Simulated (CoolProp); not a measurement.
R1123 along the isotherm 349.7 K: fugacity coefficient from the reference equation and from simpler models built on Tc = 331.7 K, pc = 45.49 bar, ω = 0.243; each cubic takes its own stable root.

The numbers come from the reference Helmholtz-energy equation of state, Akasaka 2020 in CoolProp.

| p (bar) | phase | reference | van der Waals | Soave-Redlich-Kwong | Peng-Robinson |
|---|---|---|---|---|---|
| 13.3 | gas | 0.9161 | 0.9242 | [?] | 0.9086 |
| 26.7 | gas | 0.8342 | 0.8482 | 0.8382 | 0.8212 |
| 40 | gas | 0.7546 | 0.7719 | 0.7607 | 0.7383 |
| 53.3 | supercritical | 0.6749 | 0.6900 | 0.6833 | 0.6578 |
| 66.7 | supercritical | 0.5924 | 0.6031 | 0.6051 | 0.5789 |
| 80 | supercritical | [?] | 0.5400 | 0.5408 | 0.5147 |
| 93.3 | supercritical | [?] | 0.4945 | 0.4924 | 0.4663 |
| 107 | supercritical | 0.4322 | 0.4598 | 0.4545 | 0.4282 |
| 120 | supercritical | 0.4028 | 0.4349 | 0.4265 | 0.3999 |
| 133 | supercritical | 0.3793 | 0.4155 | 0.4041 | 0.3772 |
| 147 | supercritical | 0.3589 | 0.3992 | 0.3846 | 0.3573 |
| 160 | supercritical | 0.3435 | 0.3874 | 0.3699 | 0.3421 |
| 173 | supercritical | 0.3306 | 0.3780 | 0.3577 | 0.3294 |
| 187 | supercritical | 0.3191 | 0.3702 | 0.3468 | 0.3180 |
| 200 | supercritical | 0.3101 | 0.3647 | 0.3384 | 0.3090 |

Task: Complete the blanks.

Result: 
- 13.3, Soave-Redlich-Kwong: 0.9181
- 80, reference: 0.5234
- 93.3, reference: 0.4721
